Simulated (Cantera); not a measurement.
Mixture: CH₄ : O₂ : N₂ = 1 : 2.04 : 7.67 (molar parts), at 1.00 bar, adiabatic and at constant pressure. Ignition delay is the time to a rise of 400 K.

Cantera simulation using GRI-Mech 3.0 (53 species, 325 reactions); the numbers are that mechanism's predictions, not measurements.

Question: Predict: delay at 1025 K; delay at 1125 K; delay at 1225 K; delay at 1325 K; delay at 1425 K; delay at 1525 K; delay at 1625 K; apparent activation energy between 1425 and 1625 K.

Answer: 
```json
{
 "delay at 1025 K": "0.713 s",
 "delay at 1125 K": "0.139 s",
 "delay at 1225 K": "31.9 ms",
 "delay at 1325 K": "8.47 ms",
 "delay at 1425 K": "2.58 ms",
 "delay at 1525 K": "0.912 ms",
 "delay at 1625 K": "0.378 ms",
 "apparent activation energy between 1425 and 1625 K": "180 kJ/mol"
}
```
